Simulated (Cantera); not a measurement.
Equilibrium for chlorosilane synthesis and conversion: SiCl4 + H2 + Cl2

A closed system holds: 1 mol SiCl4, a varied amount of H2, 1.1 mol Cl2, at 898.15 K and 17.0 bar.

Method: chemical equilibrium by Gibbs-energy minimisation in Cantera with the NASA 1993 tables (ideal gas, pure condensed phases). Candidate condensed phases: Si; 19 gas species. The numbers say what is thermodynamically allowed, not how fast it happens.

```csv
n(H2) (mol),x HCl,x H2,x SiCl4,x Cl2,x SiHCl3,x Cl,x SiCl3,x SiH2Cl2
0.38,0.306,<1e-12,0.403,0.290,<1e-12,9.34e-6,3.07e-12,<1e-12
0.5,0.385,1.45e-12,0.385,0.231,<1e-12,8.32e-6,3.29e-12,<1e-12
0.66,0.478,3.24e-12,0.362,0.159,<1e-12,6.92e-6,3.73e-12,<1e-12
0.86,0.581,9.42e-12,0.338,0.0811,<1e-12,4.93e-6,4.87e-12,<1e-12
1.1,0.687,1.04e-6,0.312,1.03e-6,1.31e-9,1.76e-8,1.26e-9,<1e-12
1.5,0.611,0.111,0.278,7.61e-12,0.000141,4.78e-11,4.13e-7,6.73e-9
1.9,0.550,0.200,0.250,3.43e-12,0.000253,3.21e-11,5.54e-7,2.42e-8
2.5,0.479,0.304,0.217,1.70e-12,0.000384,2.26e-11,6.82e-7,6.43e-8
3.3,0.408,0.407,0.185,<1e-12,0.000513,1.67e-11,7.88e-7,1.35e-7
4.3,0.344,0.499,0.156,<1e-12,0.000629,1.27e-11,8.72e-7,2.41e-7
5.7,0.283,0.589,0.127,<1e-12,0.000740,9.60e-12,9.44e-7,4.06e-7
```
x: gas mole fraction; nothing condenses.

From 0.38 mol H2 to 5.7 mol H2 nothing is condensed. The main Si-bearing gas is SiCl4 throughout.
